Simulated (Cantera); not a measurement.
SiH2Cl2 + O2 + N2 (silicon oxide and oxynitride deposition)

Input: 1 mol SiH2Cl2, 11 mol O2, a varied amount of N2, at 927 °C and 53.0 mbar.

Equilibrium computed with Cantera from the NASA thermochemical tables; the gas is ideal and each condensed phase is pure. Candidate condensed phases: H2O, NH4Cl, Si, SiO2, Si2N2O, Si3N4; 47 gas species. The tables hold silica as quartz up to 1696 K and as liquid above; real silica turns to tridymite and cristobalite and melts near 1996 K. Rates play no part.

| n(N2) (mol) | x N2 | x O2 | x HCl | x H2O | x Cl2 | n SiO2(β-quartz) |
|---|---|---|---|---|---|---|
| 2.5 | 0.173 | 0.686 | 0.107 | 0.0157 | 0.0145 | 1.00 |
| 4.5 | 0.274 | 0.603 | 0.0949 | 0.0135 | 0.0123 | 1.00 |
| 8.1 | 0.405 | 0.494 | 0.0786 | 0.0107 | 0.00966 | 1.00 |
| 14 | 0.540 | 0.382 | 0.0614 | 0.00788 | 0.00702 | 1.00 |
| 26 | 0.685 | 0.261 | 0.0426 | 0.00505 | 0.00437 | 1.00 |
| 46 | 0.794 | 0.171 | 0.0284 | 0.00308 | 0.00256 | 1.00 |
| 81 | 0.871 | 0.107 | 0.0179 | 0.00178 | 0.00140 | 1.00 |
| 140 | 0.921 | 0.0652 | 0.0111 | 0.00102 | 0.000738 | 1.00 |
x: gas mole fraction; n: condensed amount in mol.

From 2.5 mol N2 to 140 mol N2 the condensed part is SiO2(β-quartz).
